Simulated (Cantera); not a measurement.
An adiabatic, constant-pressure homogeneous reactor starts with 9.84 % CH₄, 17.9 % O₂, 67.3 % N₂, 4.92 % CO₂, equivalence ratio 1.1, at 1648 K and 280000 Pa.

Model: GRI-Mech 3.0 (53 species, 325 reactions), integrated in Cantera.

Q: Predict: time of steepest temperature rise; temperature at 0.400 s; equilibrium temperature; x(O₂) at 0.400 s; x(O) at 0.400 s; x(N₂O) at 0.400 s.

A: 
| Item | Value |
|---|---|
| time of steepest temperature rise | 0.155 ms |
| temperature at 0.400 s | 2803 K |
| equilibrium temperature | 2803 K |
| x(O₂) at 0.400 s | 0.0140 (gas-phase equilibrium 0.0140) |
| x(O) at 0.400 s | 0.00391 (gas-phase equilibrium 0.00391) |
| x(N₂O) at 0.400 s | 7.24e-7 (gas-phase equilibrium 7.24e-7) |
